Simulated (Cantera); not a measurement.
## Abatement and gas-phase synthesis: HCl + H₂

A closed system holds: 1 mol HCl, 8.5 mol H₂, held at 1.33 mbar.

Cantera equilibrium calculation (NASA polynomials, part measured and part estimated; ideal gas, pure solids and liquids). Equilibrium is a limit: real reactors are often held back by kinetics, nucleation or transport.

```
T (K)  log p H₂  log p HCl  log p H  log p Cl  log p Cl₂
-----  --------  ---------  -------  --------  ---------
1500      -2.92      -3.85    -6.22     -7.24     -12.01
1550      -2.92      -3.85    -5.96     -6.99     -11.80
1600      -2.92      -3.85    -5.73     -6.76     -11.60
1650      -2.92      -3.85    -5.50     -6.54     -11.41
1700      -2.93      -3.86    -5.29     -6.33     -11.23
1750      -2.93      -3.86    -5.10     -6.14     -11.07
1800      -2.93      -3.86    -4.91     -5.96     -10.91
1850      -2.93      -3.86    -4.73     -5.78     -10.77
1900      -2.93      -3.87    -4.57     -5.62     -10.63
1950      -2.94      -3.87    -4.41     -5.47     -10.50
2000      -2.94      -3.88    -4.26     -5.32     -10.38
2050      -2.95      -3.89    -4.12     -5.19     -10.27
2100      -2.96      -3.90    -3.99     -5.06     -10.17
2150      -2.97      -3.92    -3.86     -4.94     -10.08
```
log p: log10 of the partial pressure in bar; nothing condenses.

From 1500 K to 2150 K nothing is condensed.
